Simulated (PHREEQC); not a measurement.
Consider water at 25 °C with 0.0023 mol/kgw Al2(SO4)3 and 0.00029 mol/kgw Zn(NO3)2. Closed to the air; pH follows from the charge balance.

Model: ion-association model, phreeqc.dat, run in PHREEQC.

This is a speciation only: nothing precipitates in the calculation.

Q: Order these Zn species by the share of Zn that they hold, largest first: ZnSO4, Zn(SO4)2-2, Zn+2.

A: Zn+2 (77 %), ZnSO4 (23 %), Zn(SO4)2-2 (0.60 %)

Q: Order these Al species by the share of Al that they hold, largest first: Al+3, AlSO4+, Al(OH)2+, AlOH+2, Al(SO4)2-.

A: AlSO4+ (69 %), Al+3 (24 %), Al(SO4)2- (4.4 %), AlOH+2 (2.0 %), Al(OH)2+ (0.14 %)

The pH is 4.11 and the ionic strength 0.0142 mol/kgw. Examples of supersaturated solids here: Gibbsite (slow to form). Others may be too.
